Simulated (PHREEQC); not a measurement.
Make-up at 25 °C: 0.003 mol KOH, 0.00025 mol NaAlO2 and 7e-05 mol Na2CO3 per kg of water. Closed to the air; pH follows from the charge balance.

Model: ion-association model, phreeqc.dat, run in PHREEQC.

No solid was allowed to form.

**Question.** Estimate the pH, ionic strength.

**Answer.** pH 11.44; ionic strength 0.00346 mol/kgw.

**Question.** In which forms is C present?

**Answer.** CO3-2 94 %, HCO3- 5.9 %, NaCO3- 0.5 % of the C.

Species that the database lacks are ignored.
